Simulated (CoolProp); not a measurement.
Vapour-liquid equilibrium of R22 (1) + R152A (2) at 4.65 °C; x and y are mole fractions of (1).

Computed with CoolProp (multi-fluid Helmholtz-energy mixture model, Kamei 1995 and Outcalt 1996; pair parameters Bell 2016).

Q: Give the bubble pressure and the first vapour's composition at x = 0.35, 0.65, 0.95. Is there an azeotrope?

A: x = 0.35: 3.858 bar, y = 0.469; x = 0.65: 4.657 bar, y = 0.768; x = 0.95: 5.609 bar, y = 0.974. No azeotrope shows between x = 0.05 and 0.95.

Pair parameters are fitted to limited data, so mixtures are less certain than the pure fluids.
